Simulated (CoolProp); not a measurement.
Computed with CoolProp (reference Helmholtz-energy equation of state, Bücker 2006).

### Question
For n-butane, give the phase and the density (kg/m³), cp (kJ/(kg K)), speed of sound (m/s), Joule-Thomson coefficient (K/MPa) at 83.15 °C and 12 MPa.

### Answer
- 83.15 °C and 12 MPa: liquid; density 529, cp 2.66, speed of sound 765, Joule-Thomson coefficient -0.166
